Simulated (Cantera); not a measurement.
**Transport properties of process gases**

Gas mixture: 100 % C₂H₄, at 5.00 bar, frozen composition.

Cantera's kinetic-theory transport with the Lennard-Jones parameters of GRI-Mech 3.0, ideal gas; thermal conductivity in the mixture-averaged form.

| T (K) | ρ (kg/m³) | cp (J/kg/K) | μ (µPa s) | λ (mW/m/K) | Pr | D (cm²/s) CH₄ | D (cm²/s) OH | D (cm²/s) H₂O |
|---|---|---|---|---|---|---|---|---|
| 400 | 4.22 | 1877 | 13.3 | 33.6 | 0.745 | 0.0590 | 0.0836 | 0.0584 |
| 500 | 3.37 | 2220 | 16.3 | 48.6 | 0.747 | 0.0886 | 0.124 | 0.0907 |
| 600 | 2.81 | 2529 | 19.1 | 64.4 | 0.750 | 0.123 | 0.170 | 0.129 |
| 700 | 2.41 | 2785 | 21.7 | 80.4 | 0.750 | 0.161 | 0.222 | 0.172 |
| 800 | 2.11 | 2991 | 24.1 | 96.4 | 0.746 | 0.203 | 0.279 | 0.221 |
| 900 | 1.87 | 3167 | 26.3 | 112 | 0.743 | 0.248 | 0.341 | 0.274 |
| 1000 | 1.69 | 3354 | 28.5 | 128 | 0.748 | 0.297 | 0.407 | 0.332 |
D: mixture-averaged diffusion coefficient of that species in the mixture.
